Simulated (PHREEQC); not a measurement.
Consider water at 50 °C with 0.32 mol HF and 0.00021 mol KF per kg of water. Closed to the air; pH follows from the charge balance.

Equilibrium calculation in PHREEQC: ion-association model, phreeqc.dat.

- pH = 1.78
- ionic strength = 0.0190 mol/kgw
- activity of water = 0.994
- total alkalinity = -320 meq/kg

```csv
species,molality,activity,log γ
HF,0.291,0.292,0.002
H+,0.0188,0.0167,-0.052
HF2-,0.0106,0.00921,-0.062
F-,0.00842,0.00727,-0.064
K+,0.000210,0.000181,-0.063
```

This is a speciation only: nothing precipitates in the calculation. Complexes and solids missing from the database can't appear. Constants without temperature data keep their 25 °C values here.
